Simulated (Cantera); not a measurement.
An isothermal, constant-pressure homogeneous reactor starts with NH₃ : N₂ = 1 : 17 (molar parts), at 1375 K and 1.00 bar.

Model: the gas-phase N/H chemistry of the illustrative SiF4/NH3 mechanism in the Surface Chemkin manual (1991), integrated in Cantera. Walls and surfaces, which speed up NH3 decomposition in real reactors, are not modelled.

x: mole fraction; the columns are a selection and need not sum to one.

| t (s) | x NH₃ | x H₂ | x N | x NH | x H |
|---|---|---|---|---|---|
| 3.00e-6 | 0.0556 | 2.31e-11 | <1e-12 | <1e-12 | 5.81e-11 |
| 1.45e-5 | 0.0556 | 2.82e-10 | <1e-12 | <1e-12 | 1.11e-10 |
| 7.00e-5 | 0.0556 | 1.78e-9 | <1e-12 | <1e-12 | 1.14e-10 |
| 0.000338 | 0.0556 | 9.04e-9 | <1e-12 | <1e-12 | 1.14e-10 |
| 0.00163 | 0.0556 | 4.41e-8 | <1e-12 | 4.28e-12 | 1.15e-10 |
| 0.00788 | 0.0556 | 2.20e-7 | <1e-12 | 1.61e-10 | 1.23e-10 |
| 0.0381 | 0.0556 | 1.83e-6 | <1e-12 | 2.63e-9 | 3.37e-10 |
| 0.184 | 0.0555 | 4.88e-5 | 1.01e-11 | 1.03e-8 | ___ |
| 0.888 | 0.0553 | 0.000361 | 5.75e-11 | 1.22e-8 | ___ |
| 4.29 | 0.0543 | 0.00171 | 2.62e-10 | 1.52e-8 | ___ |
| 20.7 | 0.0512 | 0.00623 | 4.61e-10 | 1.31e-8 | ___ |
| 100 | 0.0440 | 0.0164 | 2.69e-10 | 7.14e-9 | ___ |

### Question
Some entries are withheld; supply them.

### Answer

- 0.184, x H: 3.66e-9
- 0.888, x H: 1.80e-8
- 4.29, x H: 7.18e-8
- 20.7, x H: 2.08e-7
- 100, x H: 4.07e-7
